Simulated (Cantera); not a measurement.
An isothermal, constant-pressure homogeneous reactor starts with 17.8 % H2, 13.7 % O2, 68.5 % N2, equivalence ratio 0.65, at 1075 K and 19000 Pa.

Computed with Cantera and the H2/O2 subset of GRI-Mech 3.0, which has no nitrogen chemistry. The temperature is held fixed by assumption; the heat of reaction is taken as removed at once.

One state of this run: x H2 = 1.74e-9; x O2 = 0.0526; x HO2 = 8.66e-10; x H2O = 0.195; x OH = 8.06e-7; x H2O2 = 1.89e-10; x H = 1.88e-12. x: mole fraction; the columns are a selection and need not sum to one.

Q: Which value of t (s) does it belong to?
A) 7.03
B) 0.754
C) 21.5
D) 200

A: C, 21.5
